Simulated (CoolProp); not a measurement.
Vapour-liquid equilibrium of p-xylene (1) + n-nonane (2) at 509.2 K; x and y are mole fractions of (1).

Computed with CoolProp (multi-fluid Helmholtz-energy mixture model, Zhou 2012 and Lemmon 2006; pair parameters Bell 2016).

Task: Give the bubble pressure and the first vapour's composition at x = 0.05, 0.2, 0.95. Is there an azeotrope?

Result: x = 0.05: 6.368 bar, y = 0.060; x = 0.2: 6.630 bar, y = 0.231; x = 0.95: 7.814 bar, y = 0.958. No azeotrope shows between x = 0.05 and 0.95.

Pair parameters are fitted to limited data, so mixtures are less certain than the pure fluids.
